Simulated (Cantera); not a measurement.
Input (Python, Cantera):

```python
import numpy as np
import cantera as ct

gas = ct.Solution("h2o2.yaml")
gas.TPX = 1450, 1333, {'H2': 0.4, 'O2': 1, 'N2': 0.31}
reactor = ct.IdealGasConstPressureReactor(gas, energy="off", clone=False)
net = ct.ReactorNet([reactor])
net.rtol, net.atol = 1e-08, 1e-18
show = ['H2', 'O2', 'H2O2', 'HO2', 'OH', 'H', 'O']
times = np.geomspace(3e-05, 20, 10)

steps = ct.SolutionArray(gas, extra=["t"])
rows = []
print(f"{'t/s':>10s}{'T/K':>9s}{'P/Pa':>11s}" + "".join(f"{s:>11s}" for s in show))
for t in times:
    while net.time < t:
        t_next = net.step()
        steps.append(gas.state, t=t_next)
    rows.append([np.interp(t, steps.t, y) for y in (steps.T, steps.P, *steps(*show).X.T)])
    print(f"{t:10.3e}{rows[-1][0]:9.1f}{rows[-1][1]:11.4g}" + "".join(f"{x:11.3e}" for x in rows[-1][2:]))
rate = np.gradient(steps.T, steps.t)
print("integrator steps:", len(steps.t))
if steps.T.max() > steps.T[0] + 200:
    print(f"time of steepest temperature rise: {steps.t[rate.argmax()]:.4e} s")
gas.TPX = 1450, 1333, {'H2': 0.4, 'O2': 1, 'N2': 0.31}
gas.equilibrate("TP")
print(f"equilibrium (TP): T = {gas.T:.1f} K  " + "  ".join(f"{s} {gas[s].X[0]:.3e}" for s in show))
```

Output:

```
       t/s      T/K       P/Pa         H2         O2       H2O2        HO2         OH          H          O
 3.000e-05   1450.0       1333  2.339e-01  5.848e-01  3.272e-10  1.868e-07  5.654e-08  1.851e-07  6.479e-08
 1.331e-04   1450.0       1333  2.339e-01  5.848e-01  6.025e-09  8.250e-07  2.163e-06  5.103e-06  2.615e-06
 5.906e-04   1450.0       1333  3.217e-02  4.630e-01  2.178e-07  3.859e-06  2.365e-02  7.931e-02  7.007e-02
 2.621e-03   1450.0       1333  1.528e-02  4.518e-01  1.786e-07  4.000e-06  1.987e-02  7.169e-02  8.291e-02
 1.163e-02   1450.0       1333  1.222e-02  4.726e-01  1.941e-07  4.338e-06  1.817e-02  4.580e-02  6.059e-02
 5.160e-02   1450.0       1333  3.596e-03  5.138e-01  1.557e-07  3.812e-06  1.026e-02  6.144e-03  1.565e-02
 2.289e-01   1450.0       1333  2.153e-04  5.282e-01  4.094e-08  7.535e-07  2.544e-03  8.623e-05  9.110e-04
 1.016e+00   1450.0       1333  1.683e-05  5.295e-01  8.703e-09  1.401e-07  7.136e-04  1.886e-06  7.124e-05
 4.507e+00   1450.0       1333  3.500e-06  5.297e-01  3.618e-09  1.422e-07  3.258e-04  1.796e-07  1.484e-05
 2.000e+01   1450.0       1333  3.005e-06  5.297e-01  3.427e-09  1.485e-07  3.019e-04  1.430e-07  1.274e-05
integrator steps: 1887
equilibrium (TP): T = 1450.0 K  H2 3.005e-06  O2 5.297e-01  H2O2 3.427e-09  HO2 1.485e-07  OH 3.019e-04  H 1.430e-07  O 1.274e-05
```

Model: the H2/O2 subset of GRI-Mech 3.0, which has no nitrogen chemistry, integrated in Cantera. Radical loss at walls, strong at low pressure, is not modelled. The temperature is held fixed by assumption; the heat of reaction is taken as removed at once.
